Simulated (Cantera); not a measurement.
An isothermal, constant-pressure homogeneous reactor starts with 74.1 % NH₃, 25.9 % N₂, at 1598 K and 9.00 Torr.

Computed with Cantera and the gas-phase N/H chemistry of the illustrative SiF4/NH3 mechanism in the Surface Chemkin manual (1991). Walls and surfaces, which speed up NH3 decomposition in real reactors, are not modelled.

x: mole fraction; the columns are a selection and need not sum to one.

```
t (s)     x NH₃    x N₂H₂       x N    x N₂H₄   x N₂      x NH      x H
--------  -----  --------  --------  --------  -----  --------  -------
2.00e-5   0.741    <1e-12    <1e-12    <1e-12  0.259    <1e-12  3.85e-9
0.000158  0.741    <1e-12    <1e-12    <1e-12  0.259    <1e-12  4.86e-9
0.00124   0.741  1.34e-11    <1e-12    <1e-12  0.259  1.10e-11  4.86e-9
0.00982   0.741   2.54e-9    <1e-12  1.85e-11  0.259       ___  4.93e-9
0.0775    0.741   2.09e-7  2.26e-11   1.17e-9  0.259       ___  1.12e-8
0.611     0.737   2.31e-6   1.49e-9   1.23e-8  0.260       ___  3.57e-7
4.82      0.706   2.13e-6   1.39e-8   1.04e-8  0.264       ___  3.12e-6
38.0      0.525   1.20e-6   3.82e-8   5.85e-9  0.289       ___  1.94e-5
300       0.132   1.41e-7   3.77e-8  7.59e-10  0.343       ___  7.85e-5
```

Problem. What belongs in the gaps?

Solution. 
- 0.00982, x NH: 1.61e-9
- 0.0775, x NH: 9.05e-8
- 0.611, x NH: 5.94e-7
- 4.82, x NH: 8.16e-7
- 38.0, x NH: 9.11e-7
- 300, x NH: 5.17e-7
